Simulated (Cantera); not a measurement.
# Si2Cl6 + N2 + H2 (silicon nitride deposition)

Input: 1 mol Si2Cl6, 2.3 mol N2, 40 mol H2, held at 44000 Pa.

Equilibrium computed with Cantera from the NASA thermochemical tables; the gas is ideal and each condensed phase is pure. Candidate condensed phases: NH4Cl, Si, Si3N4; 28 gas species. The feed counts by its element totals alone. N2 is the only nitrogen source here; it is nearly inert below about 1500 K, so the nitride shown seldom forms there in practice. The tables' values for SiCl3, SiCl are old estimates; treat these amounts as uncertain. Gases not in the tables: Si2H6 and higher silanes. Kinetics and transport are ignored.

```tsv
T (K)	log p H2	log p HCl	log p N2	log p SiCl2	n Si3N4(s)	n Si(l)
1375	-0.43	-1.23	-2.00	-3.90	0.651	0
1425	-0.43	-1.23	-2.00	-3.56	0.645	0
1475	-0.43	-1.24	-1.99	-3.25	0.635	0
1525	-0.43	-1.25	-1.97	-2.98	0.617	0
1575	-0.43	-1.26	-1.95	-2.74	0.590	0
1625	-0.43	-1.28	-1.92	-2.53	0.553	0
1675	-0.43	-1.31	-1.89	-2.36	0.504	0
1725	-0.43	-1.34	-1.86	-2.21	0.446	0
1775	-0.43	-1.38	-1.82	-2.10	0.383	0
1825	-0.43	-1.42	-1.78	-2.00	0.316	0
1875	-0.43	-1.43	-1.65	-1.99	0	0.908
1925	-0.43	-1.43	-1.65	-2.00	0	0.937
1975	-0.43	-1.42	-1.65	-2.01	0	0.964
```
log p: log10 of the partial pressure in bar; n: condensed amount in mol.

From 1375 K to 1825 K the condensed part is Si3N4(s). From 1875 K to 1975 K the condensed part is Si(l). The main Si-bearing gas is SiCl4 at 1375 K and SiCl2 at 1975 K. The share of Si in condensed phases is highest at 1375 K (97.6 %) and lowest at 1875 K (45.4 %).
